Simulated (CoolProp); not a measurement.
Vapour pressure (kPa) of C2F6 (R116): the reference equation beside estimates from Tc = 293.0 K, pc = 3048 kPa, ω = 0.257.

Model: reference Helmholtz-energy equation of state, Lemmon 2006, in CoolProp. It is a short technical equation, of lower accuracy than the large ones.

```csv
T (K),reference,Lee-Kesler,van der Waals,Soave-Redlich-Kwong,Peng-Robinson
231.6,510.7,513.5,1104,515.5,509.1
236.1,600.1,603.3,1207,606.5,598.7
240.7,?,706.5,1319,?,702.1
245.2,815.7,819.5,1434,826.6,815.7
249.7,941.3,945.4,1555,954.9,942.4
254.3,1084,1088,1685,1101,?
258.8,?,1243,1818,1258,1243
263.3,1409,1413,1958,1432,1416
267.9,1601,1606,2108,1627,1610
```

Question: Fill in the missing entries.

Answer: 
- 240.7, reference: 702.9
- 240.7, Soave-Redlich-Kwong: 711.5
- 254.3, Peng-Robinson: 1087
- 258.8, reference: 1239

Absolute difference from the reference over all 9 rows, mean and median: Lee-Kesler 0.4 and 0.4 %, van der Waals 68.8 and 65.2 %, Soave-Redlich-Kwong 1.4 and 1.4 %, Peng-Robinson 0.3 and 0.3 %.
